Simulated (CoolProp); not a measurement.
Properties of sulfur dioxide along the isobar 10.7 MPa (Tc = 430.6 K, pc = 7.887 MPa, ω = 0.256).

Computed with CoolProp (reference Helmholtz-energy equation of state, Gao 2016).

| T (K) | phase | Joule-Thomson coefficient (K/MPa) | fugacity coefficient |
|---|---|---|---|
| 334.2 | liquid | (withheld) | 0.1105 |
| 351.6 | liquid | -0.05085 | 0.1610 |
| 368.9 | liquid | 0.06231 | 0.2228 |
| 386.3 | liquid | 0.2348 | 0.2957 |
| 403.6 | liquid | (withheld) | 0.3773 |
| 420.9 | liquid | 1.053 | 0.4649 |
| 438.3 | supercritical | 2.497 | 0.5540 |
| 455.6 | supercritical | (withheld) | 0.6301 |
| 473 | supercritical | 7.731 | 0.6827 |
| 490.3 | supercritical | 7.441 | 0.7234 |
| 507.7 | supercritical | 6.970 | (withheld) |
| 525 | supercritical | 6.486 | (withheld) |

**Question.** Complete the blanks.

**Answer.** 
- 334.2, Joule-Thomson coefficient (K/MPa): -0.1298
- 403.6, Joule-Thomson coefficient (K/MPa): 0.5166
- 455.6, Joule-Thomson coefficient (K/MPa): 6.809
- 507.7, fugacity coefficient: 0.7573
- 525, fugacity coefficient: 0.7861
